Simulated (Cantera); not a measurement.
An isothermal, constant-pressure homogeneous reactor starts with 32.1 % H2, 17.9 % O2, 50.0 % N2, equivalence ratio 0.90, at 1050 K and 120 Torr.

Detailed kinetics in Cantera: the H2/O2 subset of GRI-Mech 3.0, which has no nitrogen chemistry. The temperature is held fixed by assumption; the heat of reaction is taken as removed at once.

One state of this run: x H2 = 2.23e-7; x O2 = 0.0213; x H2O = 0.383; x O = 2.56e-8; x OH = 5.23e-6; x H2O2 = 1.05e-8; x HO2 = 8.79e-9. x: mole fraction; the columns are a selection and need not sum to one.

**Question.** Which value of t (s) does it belong to?
A. 8.51
B. 0.102
C. 0.597
D. 0.0419

**Answer.** C, 0.597
